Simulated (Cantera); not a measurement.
# Equilibrium for hydrogen reduction and annealing atmospheres: FeS2 + H2 + H2O

Feed: 1 mol FeS2, 1700 mol H2, 0.78 mol H2O, at 133 Pa.

Method: chemical equilibrium by Gibbs-energy minimisation in Cantera with the NASA 1993 tables (ideal gas, pure condensed phases). Candidate condensed phases: Fe, FeO, Fe(OH)2, Fe(OH)3, FeS, FeSO4, FeS2, Fe2O3, Fe2(SO4)3, Fe3O4, H2O, H2SO4, S; 22 gas species. FeS: taken at fixed stoichiometry. Kinetics and transport are ignored.

```json
[
 {"T (K)": "848", "x H2": "0.999", "x H": "5.21e-10", "x H2S": "0.000588", "x Fe": "<1e-12", "x H2O": "0.000459", "x SH": "2.82e-9", "n FeS(s)": "1.00", "n Fe(α)": "0", "n Fe(γ)": "0"},
 {"T (K)": "948", "x H2": "0.999", "x H": "1.44e-8", "x H2S": "0.000714", "x Fe": "<1e-12", "x H2O": "0.000459", "x SH": "3.99e-8", "n FeS(s)": "0.786", "n Fe(α)": "0.214", "n Fe(γ)": "0"},
 {"T (K)": "1048", "x H2": "0.998", "x H": "2.11e-7", "x H2S": "0.00118", "x Fe": "1.05e-10", "x H2O": "0.000459", "x SH": "4.81e-7", "n FeS(s)": "0", "n Fe(α)": "1.00", "n Fe(γ)": "0"},
 {"T (K)": "1148", "x H2": "0.998", "x H": "1.96e-6", "x H2S": "0.00117", "x Fe": "5.99e-9", "x H2O": "0.000459", "x SH": "2.49e-6", "n FeS(s)": "0", "n Fe(α)": "1.000", "n Fe(γ)": "0"},
 {"T (K)": "1248", "x H2": "0.998", "x H": "1.28e-5", "x H2S": "0.00116", "x Fe": "1.75e-7", "x H2O": "0.000459", "x SH": "9.81e-6", "n FeS(s)": "0", "n Fe(α)": "0", "n Fe(γ)": "1.000"},
 {"T (K)": "1348", "x H2": "0.998", "x H": "6.33e-5", "x H2S": "0.00112", "x Fe": "3.06e-6", "x H2O": "0.000459", "x SH": "3.07e-5", "n FeS(s)": "0", "n Fe(α)": "0", "n Fe(γ)": "0.995"},
 {"T (K)": "1448", "x H2": "0.998", "x H": "0.000252", "x H2S": "0.00102", "x Fe": "3.58e-5", "x H2O": "0.000458", "x SH": "7.78e-5", "n FeS(s)": "0", "n Fe(α)": "0", "n Fe(γ)": "0.939"},
 {"T (K)": "1548", "x H2": "0.997", "x H": "0.000842", "x H2S": "0.000865", "x Fe": "0.000302", "x H2O": "0.000458", "x SH": "0.000159", "n FeS(s)": "0", "n Fe(α)": "0", "n Fe(γ)": "0.486"},
 {"T (K)": "1648", "x H2": "0.995", "x H": "0.00243", "x H2S": "0.000666", "x Fe": "0.000587", "x H2O": "0.000457", "x SH": "0.000267", "n FeS(s)": "0", "n Fe(α)": "0", "n Fe(γ)": "0"},
 {"T (K)": "1748", "x H2": "0.992", "x H": "0.00623", "x H2S": "0.000467", "x Fe": "0.000586", "x H2O": "0.000456", "x SH": "0.000374", "n FeS(s)": "0", "n Fe(α)": "0", "n Fe(γ)": "0"},
 {"T (K)": "1848", "x H2": "0.983", "x H": "0.0144", "x H2S": "0.000298", "x Fe": "0.000583", "x H2O": "0.000453", "x SH": "0.000441", "n FeS(s)": "0", "n Fe(α)": "0", "n Fe(γ)": "0"},
 {"T (K)": "1948", "x H2": "0.967", "x H": "0.0304", "x H2S": "0.000172", "x Fe": "0.000578", "x H2O": "0.000449", "x SH": "0.000445", "n FeS(s)": "0", "n Fe(α)": "0", "n Fe(γ)": "0"}
]
```
x: gas mole fraction; n: condensed amount in mol.

At 848 K the condensed part is FeS(s). At 948 K the condensed part is Fe(α) + FeS(s). From 1048 K to 1148 K the condensed part is Fe(α). From 1248 K to 1548 K the condensed part is Fe(γ). From 1648 K to 1948 K nothing is condensed.
